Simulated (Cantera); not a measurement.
Cantera run:

```python
import numpy as np
import cantera as ct

gas_names = """
    Fe FeO Fe(OH)2 H HO2 H2 H2O H2O2 H2S H2SO4 O OH O2 O3 S SH SO SO2 SO3 S2 S2O S8
""".split()
cond_names = """
    Fe(a) Fe(c) Fe(d) Fe(L) FeO(s) FeO(L) Fe(OH)2(s) Fe(OH)3(s) FeS(a) FeS(b) FeS(c) FeS(L) FeSO4(s)
    FeS2(s) Fe2O3(s) Fe2S3O12(s) Fe3O4(s) H2O(s) H2O(L) H2SO4(L) S(cr1) S(cr2) S(L)
""".split()


def load(file, names, dense=False):
    # The tables refer to 1 bar. Condensed volumes are neglected.
    table = {s.name: s for s in ct.Species.list_from_file(file)}
    out = []
    for n in names:
        d = dict(table[n].input_data)
        d["thermo"] = dict(d["thermo"], **{"reference-pressure": 1e5})
        if dense:
            d["equation-of-state"] = {"model": "constant-volume", "density": "1e6 g/cm^3"}
        out.append(ct.Species.from_dict(d))
    return out


gas = ct.Solution(thermo="ideal-gas", species=load("nasa_gas.yaml", gas_names))
cond = {s.name: ct.Solution(thermo="fixed-stoichiometry", species=[s], name=s.name)
        for s in load("nasa_condensed.yaml", cond_names, dense=True)}
atoms = {
    'FeS': {'Fe': 1, 'S': 1},
    'H2': {'H': 2},
    'H2O': {'H': 2, 'O': 1},
}
top_T = {'FeSO4(s)': 950, 'FeS2(s)': 1010, 'Fe2O3(s)': 1830, 'Fe2S3O12(s)': 1100, 'Fe3O4(s)': 1870}  # K; cautious upper limits of use, not melting points


def equilibrate(T, P, feed):
    n = {}
    for name, mol in feed.items():
        for a, k in atoms[name].items():
            n[a] = n.get(a, 0.0) + k * mol
    gas.TPX = T, P, n
    mass = sum(n.values()) * gas.mean_molecular_weight
    gas.equilibrate("TP")
    valid = [c for c in cond.values() if c.min_temp <= T <= top_T.get(c.name, c.max_temp)]
    mix = ct.Mixture([(gas, mass / gas.mean_molecular_weight)] + [(c, 0.0) for c in valid])
    mix.T, mix.P = T, P
    mix.equilibrate("TP", solver="vcs", rtol=1e-11, max_steps=5000)
    return mix


results = []
feed = {'FeS': 1, 'H2': 280, 'H2O': 0.29}  # mol
T = 748  # K
P = 46  # Pa
mix = equilibrate(T, P, feed)
results.append((T, P, feed, dict(zip(mix.species_names, mix.species_moles))))
print(gas.report(threshold=1e-06))
for i in range(1, mix.n_phases):
    print(f"{mix.phase(i).name:16s} {mix.phase_moles(i):12.5e} mol")
```

Result:

```
       temperature   748 K
          pressure   46 Pa
           density   1.5052e-05 kg/m^3
  mean mol. weight   2.035 kg/kmol
   phase of matter   gas

                          1 kg             1 kmol
                     ---------------   ---------------
          enthalpy        6.3456e+06        1.2913e+07  J
   internal energy        3.2895e+06        6.6942e+06  J
           entropy         1.089e+05        2.2161e+05  J/K
    Gibbs function        -7.511e+07       -1.5285e+08  J
 heat capacity c_p             14479             29464  J/K
 heat capacity c_v             10393             21150  J/K

                      mass frac. Y      mole frac. X     chem. pot. / RT
                     ---------------   ---------------   ---------------
                H2           0.98955           0.99889           -24.521
               H2O         0.0091592         0.0010346           -77.477
               H2S         0.0012896        7.7013e-05           -46.581
     [  +19 minor]        4.7908e-10        4.2014e-11

Fe(a)             2.15860e-02 mol
FeO(s)            0.00000e+00 mol
Fe(OH)2(s)        0.00000e+00 mol
Fe(OH)3(s)        0.00000e+00 mol
FeS(c)            9.78414e-01 mol
FeSO4(s)          0.00000e+00 mol
FeS2(s)           0.00000e+00 mol
Fe2O3(s)          0.00000e+00 mol
Fe2S3O12(s)       0.00000e+00 mol
Fe3O4(s)          0.00000e+00 mol
H2SO4(L)          0.00000e+00 mol
S(L)              0.00000e+00 mol
```

These are equilibrium values from Cantera (NASA tables, ideal gas, pure condensed phases), not measurements of a reactor. FeS: taken at fixed stoichiometry.
